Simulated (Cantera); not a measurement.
**NF3 + O2 + N2 (abatement and gas-phase synthesis)**

A closed system holds: 1 mol NF3, 0.13 mol O2, 21 mol N2, at 18.0 Pa.

Cantera equilibrium calculation (NASA polynomials, part measured and part estimated; ideal gas, pure solids and liquids). Ions and electrons are included (thermal ionisation). The numbers say what is thermodynamically allowed, not how fast it happens.

```tsv
T (K)	x N2	x N	x F	x O	x e-	x N+
3000	0.867	0.000967	0.121	0.0104	1.13e-7	<1e-12
3250	0.864	0.00428	0.121	0.0104	3.82e-7	1.56e-12
3500	0.854	0.0153	0.120	0.0104	1.09e-6	9.60e-11
3750	0.826	0.0455	0.118	0.0102	2.68e-6	3.44e-9
4000	0.761	0.115	0.114	0.00987	5.82e-6	7.85e-8
4250	0.636	0.249	0.106	0.00917	1.16e-5	1.18e-6
4500	0.449	0.449	0.0939	0.00812	2.46e-5	1.06e-5
4750	0.248	0.664	0.0810	0.00700	6.30e-5	5.01e-5
5000	0.108	0.813	0.0719	0.00622	0.000167	0.000156
```
x: gas mole fraction; nothing condenses.

From 3000 K to 5000 K nothing is condensed.
